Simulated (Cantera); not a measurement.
Charge: 1 mol Si, 3.3 mol NF₃, 0.26 mol H₂, 0.74 mol Cl₂, at 823.15 K and 2.90 Pa.

Cantera equilibrium calculation (NASA polynomials, part measured and part estimated; ideal gas, pure solids and liquids). Candidate condensed phases: NH₄Cl, Si, Si₃N₄; 49 gas species. Equilibrium is a limit: real reactors are often held back by kinetics, nucleation or transport.

Base state: F 0.403, N₂ 0.200, ClF 0.179, SiF₄ 0.121, HF 0.0629, F₂ 0.0342 (mole fractions); condensed: gas only.

**Question.** What changes in the equilibrium state with this change: Cl₂ from 0.74 to 5.8 mol?

**Answer.** 
| species | before | after |
|---|---|---|
| ClF | 0.179 | 0.460 |
| Cl₂ | 1.21e-7 | 0.266 |
| N₂ | 0.200 | 0.141 |
| F | 0.403 | 0.000698 |
| F₂ | 0.0342 | 1.02e-7 |
| HF | 0.0629 | 0.0445 |
| SiF₄ | 0.121 | 0.0857 |
| Cl | 1.02e-6 | 0.00151 |
